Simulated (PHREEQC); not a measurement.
Solution (25 °C): 0.035 mol/kgw CaCl2, 0.0062 mol/kgw MgSO4 and 0.00063 mol/kgw MgCl2. Closed to the air; pH follows from the charge balance.

All values are PHREEQC results (Pitzer model, pitzer.dat), not measurements.

Task: The ionic strength comes out as 0.132 mol/kgw. What activity coefficients do Ca+2, Cl-, SO4-2, Mg+2 get?

Result: Ca+2 0.35, Cl- 0.75, SO4-2 0.18, Mg+2 0.37. Single-ion values are on the MacInnes scale.

Precipitation was switched off in this run.
